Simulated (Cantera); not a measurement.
A closed system holds: 1 mol CsOH, 0.47 mol H2, 0.043 mol O2, held at 1698 K and 0.133 bar.

Cantera equilibrium calculation (NASA polynomials, part measured and part estimated; ideal gas, pure solids and liquids). Candidate condensed phases: Cs, CsOH, H2O; 15 gas species. Kinetics and transport are ignored.

Base state: CsOH 0.441, H2O 0.232, Cs 0.178, H2 0.149, H 0.000153, Cs2(OH)2 2.90e-5, Cs2 2.22e-5, OH 1.22e-5 (mole fractions); condensed: gas only.

Task: What changes in the equilibrium state with this change: O2 from 0.043 to 1.2 mol?

Result: 
```tsv
species	before	after
CsOH	0.441	0.408
O2	7.04e-9	0.396
H2O	0.232	0.193
Cs	0.178	0.00208
H2	0.149	1.66e-5
O	1.01e-8	7.54e-5
Cs2	2.22e-5	3.03e-9
H	0.000153	1.61e-6
CsO	1.02e-6	8.97e-5
OH	1.22e-5	0.000967
```

Task: What changes in the equilibrium state with this change: H2 from 0.47 to 0.15 mol?

Result: 
```
species    before    after
-------  --------  -------
CsOH        0.441    0.737
H2O         0.232    0.163
Cs          0.178   0.0921
H2          0.149  0.00707
H        0.000153  3.33e-5
Cs2       2.22e-5  5.93e-6
OH        1.22e-5  3.96e-5
```
